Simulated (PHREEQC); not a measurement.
HCl is added in steps, without added water, to 1 kg of water holding 0.0019 mol/kgw NaH2PO4, 0.00021 mol/kgw H2SO4 and 0.00072 mol/kgw H4SiO4, at 25 °C. O2 is buffered at 0.21 atm. CO2 from the air is kept out. Only these solids could form: SiO2(a), Halite.

Base run: PHREEQC, ion-association model, phreeqc.dat. Each further column changes one thing. The table gives HSO4- (mol/kgw).

```json
[
 {"HCl added (mol)": "0", "base": "5.35e-6", "metal-ligand complexes left out": "5.39e-6", "database wateq4f.dat": "5.35e-6", "Debye-Hückel limiting law": "5.25e-6", "all activity coefficients set to 1": "___"},
 {"HCl added (mol)": "0.00075", "base": "1.42e-5", "metal-ligand complexes left out": "1.43e-5", "database wateq4f.dat": "1.42e-5", "Debye-Hückel limiting law": "1.39e-5", "all activity coefficients set to 1": "1.72e-5"},
 {"HCl added (mol)": "0.00225", "base": "2.95e-5", "metal-ligand complexes left out": "2.96e-5", "database wateq4f.dat": "2.94e-5", "Debye-Hückel limiting law": "2.86e-5", "all activity coefficients set to 1": "3.63e-5"},
 {"HCl added (mol)": "0.003", "base": "3.61e-5", "metal-ligand complexes left out": "3.63e-5", "database wateq4f.dat": "3.61e-5", "Debye-Hückel limiting law": "3.50e-5", "all activity coefficients set to 1": "___"},
 {"HCl added (mol)": "0.00375", "base": "4.22e-5", "metal-ligand complexes left out": "4.25e-5", "database wateq4f.dat": "4.22e-5", "Debye-Hückel limiting law": "4.08e-5", "all activity coefficients set to 1": "___"},
 {"HCl added (mol)": "0.00525", "base": "5.31e-5", "metal-ligand complexes left out": "5.33e-5", "database wateq4f.dat": "5.30e-5", "Debye-Hückel limiting law": "5.10e-5", "all activity coefficients set to 1": "___"},
 {"HCl added (mol)": "0.006", "base": "5.79e-5", "metal-ligand complexes left out": "5.81e-5", "database wateq4f.dat": "5.78e-5", "Debye-Hückel limiting law": "5.55e-5", "all activity coefficients set to 1": "___"},
 {"HCl added (mol)": "0.00675", "base": "6.23e-5", "metal-ligand complexes left out": "6.26e-5", "database wateq4f.dat": "6.23e-5", "Debye-Hückel limiting law": "5.96e-5", "all activity coefficients set to 1": "7.84e-5"},
 {"HCl added (mol)": "0.00825", "base": "7.04e-5", "metal-ligand complexes left out": "7.07e-5", "database wateq4f.dat": "7.03e-5", "Debye-Hückel limiting law": "6.70e-5", "all activity coefficients set to 1": "8.86e-5"},
 {"HCl added (mol)": "0.009", "base": "7.40e-5", "metal-ligand complexes left out": "7.43e-5", "database wateq4f.dat": "7.39e-5", "Debye-Hückel limiting law": "7.03e-5", "all activity coefficients set to 1": "9.32e-5"},
 {"HCl added (mol)": "0.00975", "base": "7.74e-5", "metal-ligand complexes left out": "7.77e-5", "database wateq4f.dat": "7.73e-5", "Debye-Hückel limiting law": "7.34e-5", "all activity coefficients set to 1": "9.74e-5"},
 {"HCl added (mol)": "0.01125", "base": "8.36e-5", "metal-ligand complexes left out": "8.39e-5", "database wateq4f.dat": "8.36e-5", "Debye-Hückel limiting law": "7.90e-5", "all activity coefficients set to 1": "___"},
 {"HCl added (mol)": "0.012", "base": "8.64e-5", "metal-ligand complexes left out": "8.68e-5", "database wateq4f.dat": "8.64e-5", "Debye-Hückel limiting law": "8.15e-5", "all activity coefficients set to 1": "___"}
]
```

Problem. Complete the blanks.

Solution. 
- 0, all activity coefficients set to 1: 6.41e-6
- 0.003, all activity coefficients set to 1: 4.48e-5
- 0.00375, all activity coefficients set to 1: 5.27e-5
- 0.00525, all activity coefficients set to 1: 6.65e-5
- 0.006, all activity coefficients set to 1: 7.27e-5
- 0.01125, all activity coefficients set to 1: 0.000105
- 0.012, all activity coefficients set to 1: 0.000109

 H3PO4, which wateq4f.dat lacks, is added to it with the constant of phreeqc.dat. phreeqc.dat and wateq4f.dat share most of their constants, so their agreement is no independent check. Solids allowed in the column 'database wateq4f.dat': Quartz, Halite, Mirabilite.
